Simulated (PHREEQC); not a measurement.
# Brine (model solution)

Dissolve 0.00135 mol HCl, 0.11 mol Na2SO4 and 0.00013 mol NaCl per kg of water at 20 °C. It is in equilibrium with CO2 at log p = -2 (atm). Otherwise closed; pH follows from the charge balance.

Computed with PHREEQC (ion-association model, wateq4f.dat).

```yaml
pH: 3.48
ionic_strength: 0.286 mol/kgw
total_alkalinity: -1.35 meq/kg
```

```tsv
species	molality	activity	log γ
Na+	0.198	0.144	-0.138
SO4-2	0.0873	0.0225	-0.588
NaSO4-	0.0218	0.0158	-0.139
Cl-	0.00148	0.00102	-0.163
HSO4-	0.000927	0.000655	-0.151
H+	0.000423	0.000332	-0.105
CO2	0.000367	0.000392	0.029
HCO3-	6.70e-7	4.87e-7	-0.139
NaHCO3	3.70e-8	3.96e-8	0.029
```

Precipitation was switched off in this run. Complexes and solids missing from the database can't appear.
